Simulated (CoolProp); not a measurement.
Vapour-liquid equilibrium of CHF3 (R23) (1) + CH2F2 (R32) (2) at 13.4 bar; x and y are mole fractions of (1).

Values from CoolProp's multi-fluid Helmholtz-energy mixture model, Penoncello 2003 and Tillner-Roth 1997; pair parameters Bell 2016.

| x | bubble temperature, mixture model (K) | bubble temperature, Raoult's law (K) | y, mixture model | y, Raoult's law |
|---|---|---|---|---|
| 0.05 | 287.0 | 286.6 | 0.105 | 0.132 |
| 0.15 | 281.8 | 280.9 | 0.288 | 0.343 |
| 0.25 | 277.0 | 276.0 | 0.439 | 0.502 |
| 0.35 | 272.6 | 271.6 | 0.562 | 0.625 |
| 0.45 | 268.6 | 267.7 | 0.664 | 0.721 |
| 0.55 | 265.0 | 264.2 | 0.749 | 0.797 |
| 0.65 | 261.7 | 261.0 | 0.820 | 0.859 |
| 0.75 | 258.6 | 258.1 | 0.880 | 0.909 |
| 0.85 | 255.8 | 255.5 | 0.933 | 0.951 |
| 0.95 | 253.1 | 253.0 | 0.979 | 0.985 |

The largest gap from Raoult's law is +1.0 K in bubble temperature, at x = 0.35. No azeotrope shows between x = 0.05 and 0.95.

The pair parameters rest on a limited set of measurements; away from them the model extrapolates.
